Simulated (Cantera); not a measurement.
Charge: 1 mol Cr, 16 mol NH₃, 4.6 mol N₂, 0.14 mol H₂O, equilibrated at 1625 °C and 0.150 bar.

Cantera equilibrium calculation (NASA polynomials, part measured and part estimated; ideal gas, pure solids and liquids). Candidate condensed phases: Cr, CrN, Cr₂N, Cr₂O₃, H₂O; 29 gas species. Rates play no part.

Base state: H₂ 0.650, N₂ 0.342, H₂O 0.00379, Cr 0.00228, H 0.00163 (mole fractions); condensed: Cr(s).

**Question.** What changes in the equilibrium state with this change: temperature from 1625 °C to 2177 °C?

**Answer.** 
```csv
species,before,after
H₂,0.650,0.603
N₂,0.342,0.327
H,0.00163,0.0403
Cr,0.00228,0.0258
OH,7.77e-7,4.49e-5
CrO,7.94e-6,0.000149
"Cr(s), mol",0.916,0
```

**Question.** What changes in the equilibrium state with this change: temperature from 1625 °C to 1677 °C?

**Answer.** 
| species | before | after |
|---|---|---|
| H₂ | 0.650 | 0.648 |
| N₂ | 0.342 | 0.341 |
| Cr | 0.00228 | 0.00429 |
| CrO | 7.94e-6 | 1.59e-5 |
| H | 0.00163 | 0.00238 |
| H₂O | 0.00379 | 0.00377 |
| Cr(s), mol | 0.916 | 0.841 |
